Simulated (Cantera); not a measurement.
A Cantera script and what it prints.

```python
import numpy as np
import cantera as ct

gas_names = """
    N SF4 NF3
""".split()
cond_names = """
    S(cr1) S(cr2) S(L)
""".split()


# ... load() reads the species with a 1 bar reference pressure and builds the phases ...
species = {s.name: s for s in load("nasa_gas.yaml", gas_names) + load("nasa_condensed.yaml", cond_names)}
# Each term lists the table entries of one substance; the one whose range holds T is used.
reactions = {
    '4 N(g) + 3 SF4(g) = 4 NF3(g) + 3 S':
        [(-4, ['N']), (-3, ['SF4']), (4, ['NF3']), (3, ['S(cr1)', 'S(cr2)', 'S(L)'])],
}


def pick(names, T):
    return next(species[n] for n in names if species[n].thermo.min_temp <= T <= species[n].thermo.max_temp)


results = []
for label, terms in reactions.items():
    print(label)
    print("     T/K   dH/kJ  dS/(J/K)   dG/kJ   log10 K")
    for T in [450, 475, 500, 525, 550]:
        used = [(nu, pick(names, T)) for nu, names in terms]
        dH = sum(nu * s.thermo.h(T) for nu, s in used) / 1e6
        dS = sum(nu * s.thermo.s(T) for nu, s in used) / 1e3
        dG = dH - T * dS / 1e3
        logK = -dG * 1e6 / (ct.gas_constant * T * np.log(10))
        results.append((label, T, dH, dS, dG, logK, [s.name for _, s in used]))
        print(f"{T:8g} {dH:8.1f} {dS:8.1f} {dG:8.1f} {logK:8.2f}")
```

Result:

```
4 N(g) + 3 SF4(g) = 4 NF3(g) + 3 S
     T/K   dH/kJ  dS/(J/K)   dG/kJ   log10 K
     450   -123.3   -361.6     39.5    -4.58
     475   -122.6   -360.1     48.5    -5.33
     500   -121.8   -358.5     57.5    -6.00
     525   -121.0   -357.0     66.4    -6.61
     550   -120.3   -355.6     75.3    -7.15
```

Standard-state values (1 bar) from the NASA 1993 polynomials, evaluated with Cantera. Condensed species are held in their standard states even where they would react or evaporate.
